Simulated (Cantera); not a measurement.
A freely propagating, adiabatic, planar premixed flame of 24.0 % H₂, 15.0 % O₂, 56.3 % N₂, 4.79 % H₂O, equivalence ratio 0.80, unburnt at 525 K and 0.600 bar; multicomponent transport, grid criteria slope 0.08 and curve 0.16, no radiation.

Computed with Cantera and the H2/O2 subset of GRI-Mech 3.0, which has no nitrogen chemistry. Burning velocities carry a grid error of a few per cent, more on coarse grids.

**Question.** Predict: laminar burning velocity; thermal thickness; peak x(O); peak x(H₂O₂); peak x(OH).

**Answer.** 
- laminar burning velocity = 419 cm/s
- thermal thickness = 0.792 mm
- peak x(O) = 0.0113
- peak x(H₂O₂) = 2.42e-5
- peak x(OH) = 0.0147
